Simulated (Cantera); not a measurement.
Charge: 1 mol PbO, 0.24 mol H₂, 0.15 mol N₂, equilibrated at 578 Torr.

Method: chemical equilibrium by Gibbs-energy minimisation in Cantera with the NASA 1993 tables (ideal gas, pure condensed phases). Candidate condensed phases: H₂O, Pb, PbO, PbO₂, Pb₃O₄; 27 gas species. Mutual solubility and eutectic melting of coexisting phases are not modelled. Kinetics and transport are ignored. All values below are at 1073 K.

Base state: H₂O 0.615, N₂ 0.385, H₂ 0.000116, Pb 9.49e-5 (mole fractions); condensed: Pb(l) + PbO(yellow).

What changes in the equilibrium state with this change: PbO replaced by HgO?


```json
[
 {"species": "Hg", "before": "0", "after": "0.565"},
 {"species": "O₂", "before": "<1e-9", "after": "0.215"},
 {"species": "H₂O", "before": "0.615", "after": "0.136"},
 {"species": "N₂", "before": "0.385", "after": "0.0847"},
 {"species": "Pb", "before": "9.49e-5", "after": "0"},
 {"species": "H₂", "before": "0.000116", "after": "<1e-9"},
 {"species": "NO", "before": "<1e-9", "after": "2.19e-5"},
 {"species": "Pb(l), mol", "before": "0.240", "after": "0"},
 {"species": "PbO(yellow), mol", "before": "0.760", "after": "0"}
]
```
Further candidate phases: Hg, HgO.
